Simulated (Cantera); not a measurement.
Feed: 1 mol HBr, 4 mol O2, at 2175 K and 100 Torr.

Equilibrium computed with Cantera from the NASA thermochemical tables; the gas is ideal and each condensed phase is pure. Rates play no part.

| species | before | after |
|---|---|---|
| O2 | 0.711 | 0.729 |
| Br | 0.177 | 0.150 |
| H2O | 0.0838 | 0.0817 |
| HBr | 0.0125 | 0.0259 |
| Br2 | 0.000315 | 0.00865 |
| H | 0.000218 | 1.39e-5 |
| H2 | 0.000265 | 4.13e-5 |
| O | 0.00532 | 0.000871 |
| OH | 0.00924 | 0.00369 |
| HO2 | 7.52e-6 | 1.88e-5 |
Gas species are given as mole fractions.

Question: What was changed between the two runs?
(A) pressure from 100 Torr to 3830 Torr
(B) temperature from 2175 K to 3075 K
(C) O2 from 4 to 0.8 mol
(D) O2 from 4 to 0.027 mol

Answer: A, pressure from 100 Torr to 3830 Torr
